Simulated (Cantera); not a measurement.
What does this Cantera script print?

```python
import numpy as np
import cantera as ct

gas = ct.Solution("gri30.yaml")
gas.TPX = 1400, 54000, {'CH2O': 0.022, 'O2': 0.018, 'N2': 1}
reactor = ct.IdealGasConstPressureReactor(gas, energy="off", clone=False)
net = ct.ReactorNet([reactor])
net.rtol, net.atol = 1e-08, 1e-18
show = ['CH2O', 'O2', 'H', 'O', 'C2H4', 'HCN', 'C2H2']
times = np.geomspace(0.0001, 200, 12)

steps = ct.SolutionArray(gas, extra=["t"])
rows = []
print(f"{'t/s':>10s}{'T/K':>9s}{'P/Pa':>11s}" + "".join(f"{s:>11s}" for s in show))
for t in times:
    while net.time < t:
        t_next = net.step()
        steps.append(gas.state, t=t_next)
    rows.append([np.interp(t, steps.t, y) for y in (steps.T, steps.P, *steps(*show).X.T)])
    print(f"{t:10.3e}{rows[-1][0]:9.1f}{rows[-1][1]:11.4g}" + "".join(f"{x:11.3e}" for x in rows[-1][2:]))
rate = np.gradient(steps.T, steps.t)
print("integrator steps:", len(steps.t))
if steps.T.max() > steps.T[0] + 200:
    print(f"time of steepest temperature rise: {steps.t[rate.argmax()]:.4e} s")
gas.TPX = 1400, 54000, {'CH2O': 0.022, 'O2': 0.018, 'N2': 1}
gas.equilibrate("TP")
print(f"equilibrium (TP): T = {gas.T:.1f} K  " + "  ".join(f"{s} {gas[s].X[0]:.3e}" for s in show))
```

It prints:

```
       t/s      T/K       P/Pa       CH2O         O2          H          O       C2H4        HCN       C2H2
 1.000e-04   1400.0    5.4e+04  2.101e-02  1.724e-02  1.043e-06  3.493e-08  1.184e-18  6.752e-16  1.996e-19
 3.740e-04   1400.0    5.4e+04  1.110e-02  1.451e-02  3.327e-05  1.875e-06  3.788e-13  1.527e-12  3.600e-14
 1.398e-03   1400.0    5.4e+04  1.039e-10  4.078e-03  6.508e-03  1.588e-03  2.348e-22  4.108e-13  9.324e-21
 5.230e-03   1400.0    5.4e+04  3.980e-11  8.850e-04  2.638e-03  2.934e-04  1.035e-22  9.772e-14  9.712e-21
 1.956e-02   1400.0    5.4e+04  1.541e-11  8.708e-05  7.005e-04  2.467e-05  5.597e-23  1.975e-13  2.125e-20
 7.313e-02   1400.0    5.4e+04  6.395e-12  4.366e-06  1.590e-04  1.220e-06  5.224e-23  9.013e-13  4.131e-20
 2.735e-01   1400.0    5.4e+04  3.977e-12  2.152e-07  3.529e-05  5.912e-08  6.510e-23  5.826e-12  5.543e-20
 1.023e+00   1400.0    5.4e+04  3.402e-12  9.437e-09  7.222e-06  2.469e-09  6.219e-23  3.888e-11  5.272e-20
 3.824e+00   1400.0    5.4e+04  3.282e-12  4.418e-10  1.543e-06  1.140e-10  4.892e-23  1.709e-10  4.135e-20
 1.430e+01   1400.0    5.4e+04  3.260e-12  6.679e-11  6.325e-07  1.964e-11  3.552e-23  5.600e-10  3.004e-20
 5.348e+01   1400.0    5.4e+04  3.253e-12  3.953e-11  4.944e-07  1.194e-11  2.250e-23  2.347e-09  1.908e-20
 2.000e+02   1400.0    5.4e+04  3.247e-12  2.416e-11  3.891e-07  7.287e-12  3.814e-23  8.511e-09  3.239e-20
integrator steps: 2703
equilibrium (TP): T = 1400.0 K  CH2O 3.245e-12  O2 1.852e-11  H 3.430e-07  O 5.578e-12  C2H4 1.612e-23  HCN 5.152e-11  C2H2 1.368e-20
```

Detailed kinetics in Cantera: GRI-Mech 3.0 (53 species, 325 reactions). The temperature is held fixed by assumption; the heat of reaction is taken as removed at once.
